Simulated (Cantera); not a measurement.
# Thermodynamics of thermal oxidation and active oxidation of silicon, feed Si + CO2 + H2

Input: 1 mol Si, 0.64 mol CO2, a varied amount of H2, at 1198 K and 4.60 Pa.

Equilibrium computed with Cantera from the NASA thermochemical tables; the gas is ideal and each condensed phase is pure. Candidate condensed phases: C, C6H6, C7H8, C8H18, H2O, Si, SiC, SiO2; 123 gas species. Mutual solubility and eutectic melting of coexisting phases are not modelled. The tables hold silica as quartz up to 1696 K and as liquid above; real silica turns to tridymite and cristobalite and melts near 1996 K. Rates play no part.

From 4.9 mol H2 to 200 mol H2 the condensed part is SiC(s) + SiO2(β-quartz). From 310 mol H2 to 490 mol H2 the condensed part is SiC(s). The main Si-bearing gas is SiO throughout.

```json
[
 {"n(H2) (mol)": "4.9", "x H2": "0.961", "x CO": "0.0371", "x SiO": "0.00140", "x H": "2.75e-5", "x H2O": "4.24e-7", "x CH4": "7.01e-8", "n SiC(s)": "0.451", "n SiO2(β-quartz)": "0.542"},
 {"n(H2) (mol)": "7.7", "x H2": "0.974", "x CO": "0.0242", "x SiO": "0.00162", "x H": "2.77e-5", "x H2O": "3.72e-7", "x CH4": "5.41e-8", "n SiC(s)": "0.449", "n SiO2(β-quartz)": "0.538"},
 {"n(H2) (mol)": "12", "x H2": "0.982", "x CO": "0.0159", "x SiO": "0.00186", "x H": "2.78e-5", "x H2O": "3.26e-7", "x CH4": "4.16e-8", "n SiC(s)": "0.446", "n SiO2(β-quartz)": "0.532"},
 {"n(H2) (mol)": "19", "x H2": "0.987", "x CO": "0.0104", "x SiO": "0.00214", "x H": "2.79e-5", "x H2O": "2.85e-7", "x CH4": "3.17e-8", "n SiC(s)": "0.440", "n SiO2(β-quartz)": "0.519"},
 {"n(H2) (mol)": "31", "x H2": "0.991", "x CO": "0.00679", "x SiO": "0.00247", "x H": "2.79e-5", "x H2O": "2.48e-7", "x CH4": "2.40e-8", "n SiC(s)": "0.428", "n SiO2(β-quartz)": "0.495"},
 {"n(H2) (mol)": "49", "x H2": "0.992", "x CO": "0.00471", "x SiO": "0.00279", "x H": "2.79e-5", "x H2O": "2.20e-7", "x CH4": "1.89e-8", "n SiC(s)": "0.407", "n SiO2(β-quartz)": "0.455"},
 {"n(H2) (mol)": "78", "x H2": "0.993", "x CO": "0.00341", "x SiO": "0.00310", "x H": "2.79e-5", "x H2O": "1.98e-7", "x CH4": "1.53e-8", "n SiC(s)": "0.372", "n SiO2(β-quartz)": "0.384"},
 {"n(H2) (mol)": "120", "x H2": "0.994", "x CO": "0.00267", "x SiO": "0.00337", "x H": "2.79e-5", "x H2O": "1.82e-7", "x CH4": "1.30e-8", "n SiC(s)": "0.318", "n SiO2(β-quartz)": "0.276"},
 {"n(H2) (mol)": "200", "x H2": "0.994", "x CO": "0.00214", "x SiO": "0.00363", "x H": "2.79e-5", "x H2O": "1.69e-7", "x CH4": "1.12e-8", "n SiC(s)": "0.210", "n SiO2(β-quartz)": "0.0603"},
 {"n(H2) (mol)": "310", "x H2": "0.996", "x CO": "0.00148", "x SiO": "0.00263", "x H": "2.80e-5", "x H2O": "1.20e-7", "x CH4": "1.09e-8", "n SiC(s)": "0.180", "n SiO2(β-quartz)": "0"},
 {"n(H2) (mol)": "490", "x H2": "0.997", "x CO": "0.000936", "x SiO": "0.00167", "x H": "2.80e-5", "x H2O": "7.62e-8", "x CH4": "1.10e-8", "n SiC(s)": "0.180", "n SiO2(β-quartz)": "0"}
]
```
x: gas mole fraction; n: condensed amount in mol.
